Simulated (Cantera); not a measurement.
Thermodynamics of halide evaporation, hydrolysis and transport, feed CaF₂ + H₂

Feed: 1 mol CaF₂, 9.4 mol H₂, held at 1000 Pa.

Method: chemical equilibrium by Gibbs-energy minimisation in Cantera with the NASA 1993 tables (ideal gas, pure condensed phases). Candidate condensed phases: Ca, CaF₂; 15 gas species. Equilibrium is a limit: real reactors are often held back by kinetics, nucleation or transport.

```json
[
 {"T (K)": "1375", "x H₂": "1.000", "x CaF₂": "1.15e-5", "x HF": "3.16e-5", "x CaF": "4.21e-6", "x H": "3.43e-5", "x Ca": "1.37e-5", "x F": "<1e-12", "n CaF₂(s)": "1.000", "n CaF₂(l)": "0"},
 {"T (K)": "1425", "x H₂": "1.000", "x CaF₂": "4.03e-5", "x HF": "7.44e-5", "x CaF": "1.29e-5", "x H": "6.82e-5", "x Ca": "3.07e-5", "x F": "<1e-12", "n CaF₂(s)": "0.999", "n CaF₂(l)": "0"},
 {"T (K)": "1475", "x H₂": "0.999", "x CaF₂": "0.000127", "x HF": "0.000164", "x CaF": "3.60e-5", "x H": "0.000130", "x Ca": "6.42e-5", "x F": "<1e-12", "n CaF₂(s)": "0.998", "n CaF₂(l)": "0"},
 {"T (K)": "1525", "x H₂": "0.999", "x CaF₂": "0.000368", "x HF": "0.000345", "x CaF": "9.28e-5", "x H": "0.000236", "x Ca": "0.000126", "x F": "2.68e-12", "n CaF₂(s)": "0.994", "n CaF₂(l)": "0"},
 {"T (K)": "1575", "x H₂": "0.997", "x CaF₂": "0.000987", "x HF": "0.000692", "x CaF": "0.000223", "x H": "0.000415", "x Ca": "0.000235", "x F": "1.32e-11", "n CaF₂(s)": "0.986", "n CaF₂(l)": "0"},
 {"T (K)": "1625", "x H₂": "0.995", "x CaF₂": "0.00248", "x HF": "0.00133", "x CaF": "0.000503", "x H": "0.000704", "x Ca": "0.000415", "x F": "5.95e-11", "n CaF₂(s)": "0.968", "n CaF₂(l)": "0"},
 {"T (K)": "1675", "x H₂": "0.989", "x CaF₂": "0.00583", "x HF": "0.00247", "x CaF": "0.00107", "x H": "0.00115", "x Ca": "0.000700", "x F": "2.45e-10", "n CaF₂(s)": "0.928", "n CaF₂(l)": "0"},
 {"T (K)": "1725", "x H₂": "0.978", "x CaF₂": "0.0125", "x HF": "0.00434", "x CaF": "0.00210", "x H": "0.00184", "x Ca": "0.00112", "x F": "9.19e-10", "n CaF₂(s)": "0", "n CaF₂(l)": "0.850"},
 {"T (K)": "1775", "x H₂": "0.959", "x CaF₂": "0.0249", "x HF": "0.00734", "x CaF": "0.00389", "x H": "0.00283", "x Ca": "0.00172", "x F": "3.18e-9", "n CaF₂(s)": "0", "n CaF₂(l)": "0.702"},
 {"T (K)": "1825", "x H₂": "0.927", "x CaF₂": "0.0478", "x HF": "0.0120", "x CaF": "0.00691", "x H": "0.00424", "x Ca": "0.00255", "x F": "1.04e-8", "n CaF₂(s)": "0", "n CaF₂(l)": "0.424"},
 {"T (K)": "1875", "x H₂": "0.881", "x CaF₂": "0.0802", "x HF": "0.0183", "x CaF": "0.0112", "x H": "0.00615", "x Ca": "0.00358", "x F": "3.06e-8", "n CaF₂(s)": "0", "n CaF₂(l)": "0"}
]
```
x: gas mole fraction; n: condensed amount in mol.

From 1375 K to 1675 K the condensed part is CaF₂(s). From 1725 K to 1825 K the condensed part is CaF₂(l). At 1875 K nothing is condensed. The main Ca-bearing gas is Ca at 1375 K and CaF₂ at 1875 K. The share of Ca in condensed phases is highest at 1375 K (100.0 %) and lowest at 1875 K (0.0 %).
